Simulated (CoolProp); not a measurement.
Vapour-liquid equilibrium of n-pentane (1) + benzene (2) at 434.5 K; x and y are mole fractions of (1).

The numbers come from the multi-fluid Helmholtz-energy mixture model, Thol 2019 and Thol 2012; pair parameters Bell 2016 in CoolProp.

```csv
x,bubble pressure (kPa),y at the bubble point,dew pressure at overall composition x (kPa),liquid density (mol/L)
0.05,815.8,0.134,759.4,8.975
0.2,1041,0.390,865.4,8.480
0.35,1231,0.548,999.5,8.001
0.5,1401,0.667,1169,7.537
0.65,1562,0.770,1375,7.085
0.8,1719,0.867,1610,6.640
0.95,1878,0.966,1853,6.200
```

No azeotrope shows between x = 0.05 and 0.95.

The pair parameters rest on a limited set of measurements; away from them the model extrapolates.
